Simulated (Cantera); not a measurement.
Cantera run, input and output.

```python
import numpy as np
import cantera as ct

gas = ct.Solution("gri30.yaml")


def delay(T, t_max=10):
    gas.TPX = T, 2400000, {'CH4': 1, 'C2H6': 0.14, 'C3H8': 0.17, 'O2': 1.96, 'N2': 13.6}
    reactor = ct.IdealGasConstPressureReactor(gas, clone=False)
    net = ct.ReactorNet([reactor])
    net.rtol, net.atol = 1e-8, 1e-16
    while net.time < t_max:
        t_old, T_old = net.time, reactor.T
        net.step()
        if reactor.T > T + 400:  # ignition: a rise of 400 K
            return t_old + (T + 400 - T_old) / (reactor.T - T_old) * (net.time - t_old)
    return np.nan


taus = []
for T in [1275, 1350, 1425, 1500, 1575, 1650]:
    taus.append(delay(T))
    print(f"T0 = {T:6g} K   tau = {taus[-1]:.4e} s")
```

Output:

```
T0 =   1275 K   tau = 2.6173e-04 s
T0 =   1350 K   tau = 1.2049e-04 s
T0 =   1425 K   tau = 5.7687e-05 s
T0 =   1500 K   tau = 2.9216e-05 s
T0 =   1575 K   tau = 1.5812e-05 s
T0 =   1650 K   tau = 9.1529e-06 s
```

Model: GRI-Mech 3.0 (53 species, 325 reactions), integrated in Cantera. GRI-Mech 3.0 was tuned for natural gas; its chemistry of propane as a main component is partial and can be far from experiment. The pressure lies above the range GRI-Mech 3.0 was tuned for (to about 10 atm).
